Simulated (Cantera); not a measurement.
A freely propagating, adiabatic, planar premixed flame of H2 : O2 : N2 = 1 : 0.385 : 1.46 (molar parts), unburnt at 675 K and 0.133 bar; mixture-averaged transport, grid criteria slope 0.08 and curve 0.16, no radiation.

Detailed kinetics in Cantera: the H2/O2 subset of GRI-Mech 3.0, which has no nitrogen chemistry. Burning velocities carry a grid error of a few per cent, more on coarse grids.

### Question
How do the results move with these cheaper or finer settings: unity-Lewis-number transport; multicomponent transport; multicomponent+Soret transport; grid criteria slope 0.5, curve 1; grid criteria slope 0.25, curve 0.5; grid criteria slope 0.03, curve 0.06?

### Answer
| setting | laminar burning velocity | thermal thickness | peak x(OH) | peak x(HO2) | grid points |
|---|---|---|---|---|---|
| as above | 833 cm/s | 6.88 mm | 0.0167 | 3.54e-5 | 137 |
| unity-Lewis-number transport | 520 cm/s | 5.19 mm | 0.0162 | 3.33e-5 | 139 |
| multicomponent transport | 815 cm/s | 6.84 mm | 0.0167 | 3.54e-5 | 137 |
| multicomponent+Soret transport | 791 cm/s | 6.79 mm | 0.0167 | 3.54e-5 | 137 |
| grid criteria slope 0.5, curve 1 | 1250 cm/s | 13.1 mm | 0.0166 | 3.25e-5 | 61 |
| grid criteria slope 0.25, curve 0.5 | 978 cm/s | 8.85 mm | 0.0168 | 3.45e-5 | 71 |
| grid criteria slope 0.03, curve 0.06 | 794 cm/s | 6.44 mm | 0.0164 | 3.55e-5 | 280 |
Unity Lewis numbers drop preferential diffusion, which matters most where H2 and H carry the flame; Soret adds thermal diffusion.
